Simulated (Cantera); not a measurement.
An isothermal, constant-pressure homogeneous reactor starts with 11.9 % NO, 88.1 % N2, at 1700 K and 100000 Pa.

Computed with Cantera and GRI-Mech 3.0 (53 species, 325 reactions).

Question: Predict: x(NO) at 200 s; x(N2) at 200 s; x(NO2) at 200 s; x(N2O) at 200 s; x(O2) at 200 s.

Answer: x(NO) at 200 s: 0.0131 (gas-phase equilibrium 0.00168)
x(N2) at 200 s: 0.934 (gas-phase equilibrium 0.940)
x(NO2) at 200 s: 2.06e-5 (gas-phase equilibrium 2.78e-6)
x(N2O) at 200 s: 1.67e-7 (gas-phase equilibrium 1.07e-7)
x(O2) at 200 s: 0.0529 (gas-phase equilibrium 0.0587)
